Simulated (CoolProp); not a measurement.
Saturation properties of nitrous oxide (Tc = 36.4 °C, pc = 7245 kPa, ω = 0.161).

The numbers come from the reference Helmholtz-energy equation of state, Lemmon 2006 in CoolProp. It is a short technical equation, of lower accuracy than the large ones.

```tsv
T (°C)	p (kPa)	liquid density (kg/m³)	vapour density (kg/m³)	liquid cp (kJ/(kg K))	surface tension (mN/m)
-66.45	322.2	1163	8.776	1.750	18.8
-58.35	461.2	1137	12.31	1.772	(withheld)
-50.35	638.7	1111	16.79	1.798	15.3
-42.35	863.0	1083	22.44	1.833	13.6
-34.35	1141	1054	29.52	1.876	12.0
-26.35	1480	(withheld)	38.30	1.930	10.4
-18.35	1887	991.2	49.16	2.001	8.80
-10.35	2370	956.5	62.63	2.094	7.27
-2.35	2938	918.8	79.44	2.224	5.80
5.65	(withheld)	877.1	(withheld)	2.417	4.39
13.65	4364	829.5	128.6	2.736	3.05
```

Q: Fill in the missing entries.

A: 
- -58.35, surface tension (mN/m): 17.0
- -26.35, liquid density (kg/m³): 1024
- 5.65, p (kPa): 3599
- 5.65, vapour density (kg/m³): 100.8

It boils at -88.5 °C under 1 atm.

Surface tension comes from a separate correlation (Mulero 2012).
